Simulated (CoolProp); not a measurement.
Vapour-liquid equilibrium of methanol (1) + n-undecane (2) at 160.05 °C; x and y are mole fractions of (1).

Values from CoolProp's multi-fluid Helmholtz-energy mixture model, de Reuck 1993 and Aleksandrov 2011; pair parameters Bell 2016.

```tsv
x	bubble pressure (MPa)	y at the bubble point	dew pressure at overall composition x (MPa)	liquid density (mol/L)
0.05	0.06312	0.415	0.04041	4.240
0.15	0.2092	0.847	0.04481	4.690
0.25	0.4969	0.942	0.05031	5.209
0.35	0.8405	0.967	0.05734	5.820
0.45	1.123	0.976	0.06670	6.558
0.55	1.291	0.979	0.07989	7.478
0.65	1.375	0.981	0.1000	8.674
0.75	1.433	0.983	0.1350	10.32
0.85	1.519	0.986	0.2127	12.75
0.95	1.664	0.994	0.5675	16.68
```

No azeotrope shows between x = 0.05 and 0.95.

Pair parameters are fitted to limited data, so mixtures are less certain than the pure fluids. The gap from Raoult's law changes sign with composition, which may be real or a fault of the pair parameters; it wasn't checked against measurements.
